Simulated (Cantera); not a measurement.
A closed system holds: 1 mol SiC, a varied amount of N₂, at 2100 K and 50.0 mbar.

These are equilibrium values from Cantera (NASA tables, ideal gas, pure condensed phases), not measurements of a reactor. Candidate condensed phases: C, Si, SiC, Si₃N₄; 20 gas species. Kinetics and transport are ignored.

x: gas mole fraction; n: condensed amount in mol.

| n(N₂) (mol) | x N₂ | x Si | x SiC₂ | x SiN | n SiC(s) | n C(graphite) |
|---|---|---|---|---|---|---|
| 0.14 | 1.000 | 0.000208 | 1.34e-5 | 9.65e-6 | 1.000 | 0 |
| 0.25 | 1.000 | 0.000208 | 1.34e-5 | 9.65e-6 | 1.000 | 0 |
| 0.36 | 1.000 | 0.000208 | 1.34e-5 | 9.65e-6 | 1.000 | 0 |
| 0.48 | 1.000 | 0.000208 | 1.34e-5 | 9.65e-6 | 1.000 | 0 |
| 0.59 | 1.000 | 0.000208 | 1.34e-5 | 9.65e-6 | 1.000 | ___ |
| 0.7 | 1.000 | 0.000208 | 1.34e-5 | 9.65e-6 | 1.000 | ___ |
| 0.81 | 1.000 | 0.000208 | 1.34e-5 | 9.65e-6 | 1.000 | ___ |
| 0.92 | 1.000 | 0.000208 | 1.34e-5 | 9.65e-6 | 1.000 | ___ |
| 1 | 1.000 | 0.000208 | 1.34e-5 | 9.65e-6 | 1.000 | 0.000197 |

**Question.** Fill in the missing entries.

**Answer.** 
- 0.59, n C(graphite): 0.000116
- 0.7, n C(graphite): 0.000138
- 0.81, n C(graphite): 0.000160
- 0.92, n C(graphite): 0.000182
